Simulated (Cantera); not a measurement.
Input: 1 mol MgO, 0.057 mol SO2, 7 mol O2, held at 1.40 bar.

Equilibrium computed with Cantera from the NASA thermochemical tables; the gas is ideal and each condensed phase is pure. Candidate condensed phases: Mg, MgO, MgS, MgSO4, S; 14 gas species. Mutual solubility and eutectic melting of coexisting phases are not modelled. Equilibrium is a limit: real reactors are often held back by kinetics, nucleation or transport.

Which condensed phases are stable at each of these points (T (K)): 1200, 1225, 1250, 1275, 1300, 1325, 1350, 1375, 1400, 1425, 1450, 1475, 1500?


```json
[
 {"T (K)": "1200", "condensed phases": "MgO(s) + MgSO4(s)", "Mg condensed (%)": "100.0"},
 {"T (K)": "1225", "condensed phases": "MgO(s) + MgSO4(s)", "Mg condensed (%)": "100.0"},
 {"T (K)": "1250", "condensed phases": "MgO(s)", "Mg condensed (%)": "100.0"},
 {"T (K)": "1275", "condensed phases": "MgO(s)", "Mg condensed (%)": "100.0"},
 {"T (K)": "1300", "condensed phases": "MgO(s)", "Mg condensed (%)": "100.0"},
 {"T (K)": "1325", "condensed phases": "MgO(s)", "Mg condensed (%)": "100.0"},
 {"T (K)": "1350", "condensed phases": "MgO(s)", "Mg condensed (%)": "100.0"},
 {"T (K)": "1375", "condensed phases": "MgO(s)", "Mg condensed (%)": "100.0"},
 {"T (K)": "1400", "condensed phases": "MgO(s)", "Mg condensed (%)": "100.0"},
 {"T (K)": "1425", "condensed phases": "MgO(s)", "Mg condensed (%)": "100.0"},
 {"T (K)": "1450", "condensed phases": "MgO(s)", "Mg condensed (%)": "100.0"},
 {"T (K)": "1475", "condensed phases": "MgO(s)", "Mg condensed (%)": "100.0"},
 {"T (K)": "1500", "condensed phases": "MgO(s)", "Mg condensed (%)": "100.0"}
]
```

From 1200 K to 1225 K the condensed part is MgO(s) + MgSO4(s). From 1250 K to 1500 K the condensed part is MgO(s).
